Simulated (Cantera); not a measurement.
Cantera run, input and output.

```python
import numpy as np
import cantera as ct

surf = ct.Interface("ptcombust.yaml", "Pt_surf")
gas = surf.adjacent["gas"]
gas.TPX = 300, 2900, {'CH4': 0.027, 'O2': 0.066, 'N2': 0.79}
jet = ct.ImpingingJet(gas=gas, width=0.071, surface=surf)
jet.inlet.mdot, jet.inlet.T, jet.inlet.X = 0.025, 300, {'CH4': 0.027, 'O2': 0.066, 'N2': 0.79}
jet.set_refine_criteria(ratio=10, slope=0.2, curve=0.3)
show, cover = ['CH4', 'O2', 'H2O', 'OH', 'CO', 'CO2'], ["PT(S)", "H(S)", "O(S)", "OH(S)", "CO(S)", "C(S)"]

rows = []
print(f"{'Ts/K':>7s}" + "".join(f"{s:>11s}" for s in show + cover) + "   (gas at the wall, coverages)")
for i, Ts in enumerate([850, 900, 950, 1000, 1050, 1100, 1150]):
    jet.surface.T = Ts
    if i == 0:
        surf.TP = Ts, 2900
        surf.coverages = "PT(S):0.5, O(S):0.5"
        surf.advance_coverages(1.0)
        jet.set_initial_guess(products="inlet")
    jet.solve(loglevel=0, auto=(i == 0))
    rows.append([*(jet.X[gas.species_index(s), -1] for s in show), *surf[cover].coverages])
    print(f"{Ts:7g}" + "".join(f"{x:11.3e}" for x in rows[-1]))
```

Output:

```
   Ts/K        CH4         O2        H2O         OH         CO        CO2      PT(S)       H(S)       O(S)      OH(S)      CO(S)       C(S)   (gas at the wall, coverages)
    850  2.169e-02  5.586e-02  1.669e-02  1.149e-08  7.538e-06  1.085e-02  2.277e-01  3.218e-08  7.715e-01  7.711e-04  1.067e-05  2.725e-08
    900  1.664e-02  4.518e-02  2.607e-02  4.374e-08  8.491e-06  1.699e-02  3.153e-01  9.591e-08  6.838e-01  8.514e-04  8.318e-06  2.959e-08
    950  1.245e-02  3.635e-02  3.379e-02  1.333e-07  9.171e-06  2.208e-02  4.066e-01  2.291e-07  5.925e-01  8.361e-04  5.996e-06  2.869e-08
   1000  9.480e-03  3.009e-02  3.923e-02  3.492e-07  9.937e-06  2.567e-02  4.957e-01  4.674e-07  5.036e-01  7.629e-04  4.247e-06  2.654e-08
   1050  7.480e-03  2.590e-02  4.285e-02  8.130e-07  1.107e-05  2.807e-02  5.788e-01  8.541e-07  4.205e-01  6.662e-04  3.066e-06  2.441e-08
   1100  6.146e-03  2.312e-02  4.521e-02  1.716e-06  1.278e-05  2.965e-02  6.538e-01  1.439e-06  3.456e-01  5.662e-04  2.294e-06  2.274e-08
   1150  5.238e-03  2.126e-02  4.679e-02  3.332e-06  1.530e-05  3.070e-02  7.203e-01  2.293e-06  2.792e-01  4.724e-04  1.795e-06  2.175e-08
```

Cantera simulation using Deutschmann's 1995 Pt surface mechanism with GRI-Mech 3.0 gas chemistry; the numbers are that mechanism's predictions, not measurements. Catalytic surfaces can have several steady states; this one follows from the mechanism file's or the stated starting coverage.
